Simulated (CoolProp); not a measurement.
Vapour pressure (MPa) of CHF3 (R23): the reference equation beside estimates from Tc = 26.1 °C, pc = 4.832 MPa, ω = 0.263. Clausius-Clapeyron is anchored at -93.45 °C with a constant enthalpy of vaporisation of 17.39 kJ/mol.

Computed with CoolProp (reference Helmholtz-energy equation of state, Penoncello 2003).

| T (°C) | reference | Clausius-Clapeyron | Redlich-Kwong | Peng-Robinson |
|---|---|---|---|---|
| -99.55 | ? | 0.03309 | ? | ? |
| -93.45 | 0.04982 | 0.04982 | 0.09966 | 0.04965 |
| -87.45 | 0.07323 | 0.07257 | 0.1395 | 0.07292 |
| -81.45 | 0.1047 | 0.1032 | 0.1903 | 0.1042 |
| -75.35 | 0.1468 | 0.1446 | ? | 0.1461 |
| -69.35 | 0.2001 | 0.1974 | 0.3332 | ? |
| -63.25 | 0.2687 | 0.2660 | 0.4293 | 0.2676 |
| -57.25 | 0.3525 | 0.3508 | 0.5418 | 0.3513 |
| -51.25 | 0.4550 | 0.4559 | 0.6739 | 0.4539 |
| -45.15 | 0.5810 | 0.5867 | 0.8302 | ? |

Question: Fill in the missing entries.

Answer: 
- -99.55, reference: 0.03262
- -99.55, Redlich-Kwong: 0.06872
- -99.55, Peng-Robinson: 0.03255
- -75.35, Redlich-Kwong: 0.2550
- -69.35, Peng-Robinson: 0.1992
- -45.15, Peng-Robinson: 0.5803

Absolute difference from the reference over all 10 rows, mean and median: Clausius-Clapeyron 0.9 and 1.0 %, Redlich-Kwong 72.8 and 70.1 %, Peng-Robinson 0.3 and 0.4 %.
